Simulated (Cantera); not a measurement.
A freely propagating, adiabatic, planar premixed flame of CH₄ : O₂ : N₂ = 1 : 1.54 : 5.38 (molar parts), equivalence ratio 1.3, unburnt at 525 K and 0.680 bar; multicomponent+Soret transport, grid criteria slope 0.08 and curve 0.16, no radiation.

Model: GRI-Mech 3.0 (53 species, 325 reactions), integrated in Cantera. Burning velocities carry a grid error of a few per cent, more on coarse grids.

x: mole fraction of selected species; z is measured from the peak of heat release.

```json
[
 {"z (mm)": "-1.53", "T (K)": "525", "u (m/s)": "0.966", "x CH₄": "0.126", "x O₂": "0.194", "x NO": "<1e-8", "x H": "<1e-8", "x CH₂O": "1.07e-7", "x CH₃": "2.39e-8"},
 {"z (mm)": "-1.02", "T (K)": "528", "u (m/s)": "0.973", "x CH₄": "0.125", "x O₂": "0.194", "x NO": "<1e-8", "x H": "<1e-8", "x CH₂O": "1.90e-6", "x CH₃": "2.84e-7"},
 {"z (mm)": "-0.767", "T (K)": "538", "u (m/s)": "0.996", "x CH₄": "0.124", "x O₂": "0.193", "x NO": "5.62e-8", "x H": "<1e-8", "x CH₂O": "1.29e-5", "x CH₃": "1.49e-6"},
 {"z (mm)": "-0.511", "T (K)": "625", "u (m/s)": "1.17", "x CH₄": "0.115", "x O₂": "0.186", "x NO": "6.17e-7", "x H": "1.63e-6", "x CH₂O": "0.000150", "x CH₃": "1.86e-5"},
 {"z (mm)": "-0.256", "T (K)": "1096", "u (m/s)": "2.09", "x CH₄": "0.0788", "x O₂": "0.144", "x NO": "6.01e-6", "x H": "0.000155", "x CH₂O": "0.000967", "x CH₃": "0.000797"},
 {"z (mm)": "-0.128", "T (K)": "1516", "u (m/s)": "2.94", "x CH₄": "0.0428", "x O₂": "0.0970", "x NO": "1.32e-5", "x H": "0.00101", "x CH₂O": "0.00122", "x CH₃": "0.00373"},
 {"z (mm)": "0", "T (K)": "1884", "u (m/s)": "3.71", "x CH₄": "0.0115", "x O₂": "0.0466", "x NO": "2.56e-5", "x H": "0.00423", "x CH₂O": "0.000694", "x CH₃": "0.00440"},
 {"z (mm)": "0.128", "T (K)": "2057", "u (m/s)": "4.07", "x CH₄": "0.00136", "x O₂": "0.0176", "x NO": "4.41e-5", "x H": "0.00855", "x CH₂O": "0.000180", "x CH₃": "0.00118"},
 {"z (mm)": "0.256", "T (K)": "2103", "u (m/s)": "4.16", "x CH₄": "0.000103", "x O₂": "0.00700", "x NO": "6.15e-5", "x H": "0.0111", "x CH₂O": "2.24e-5", "x CH₃": "0.000132"},
 {"z (mm)": "0.511", "T (K)": "2126", "u (m/s)": "4.19", "x CH₄": "6.04e-7", "x O₂": "0.00266", "x NO": "7.85e-5", "x H": "0.0120", "x CH₂O": "1.87e-7", "x CH₃": "1.01e-6"},
 {"z (mm)": "1.02", "T (K)": "2147", "u (m/s)": "4.22", "x CH₄": "<1e-8", "x O₂": "(withheld)", "x NO": "8.73e-5", "x H": "(withheld)", "x CH₂O": "<1e-8", "x CH₃": "<1e-8"},
 {"z (mm)": "2.05", "T (K)": "2175", "u (m/s)": "4.27", "x CH₄": "<1e-8", "x O₂": "(withheld)", "x NO": "9.24e-5", "x H": "(withheld)", "x CH₂O": "<1e-8", "x CH₃": "<1e-8"},
 {"z (mm)": "4.09", "T (K)": "2208", "u (m/s)": "4.32", "x CH₄": "<1e-8", "x O₂": "0.000858", "x NO": "9.85e-5", "x H": "0.00701", "x CH₂O": "<1e-8", "x CH₃": "<1e-8"}
]
```

Q: Fill in the missing entries.

A: 
- 1.02, x O₂: 0.00185
- 1.02, x H: 0.0110
- 2.05, x O₂: 0.00137
- 2.05, x H: 0.00923
